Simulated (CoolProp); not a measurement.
A single-stage vapour-compression cycle with isobutene: evaporating at 221.15 K (dew point), condensing at 272.15 K (bubble point), superheat 2 K, subcooling 8 K, compressor efficiency 0.85, no pressure losses. Each further row changes one setting.

The numbers come from the reference Helmholtz-energy equation of state, Lemmon 2005 in CoolProp. It is a short technical equation, of lower accuracy than the large ones.

```
case                              cooling COP  pressure ratio  discharge temperature (K)  refrigerating effect (kJ/kg)  volumetric capacity (kJ/m³)
--------------------------------  -----------  --------------  -------------------------  ----------------------------  ---------------------------
as stated                                3.25            11.2                      299.3                           342                          119
evaporating temperature 226.15 K          [?]            8.33                      295.4                           [?]                          [?]
condensing temperature 267.15 K           [?]             [?]                      293.1                           353                          123
subcooling 13 K                          3.35            11.2                      299.3                           353                          123
superheat 12 K                           3.23            11.2                        [?]                           [?]                          118
compressor efficiency 0.75                [?]            11.2                      307.8                           342                          119
```

Question: Fill in the missing entries.

Answer: 
- evaporating temperature 226.15 K, cooling COP: 3.75
- evaporating temperature 226.15 K, refrigerating effect (kJ/kg): 348
- evaporating temperature 226.15 K, volumetric capacity (kJ/m³): 159
- condensing temperature 267.15 K, cooling COP: 3.67
- condensing temperature 267.15 K, pressure ratio: 9.23
- superheat 12 K, discharge temperature (K): 310.0
- superheat 12 K, refrigerating effect (kJ/kg): 355
- compressor efficiency 0.75, cooling COP: 2.87
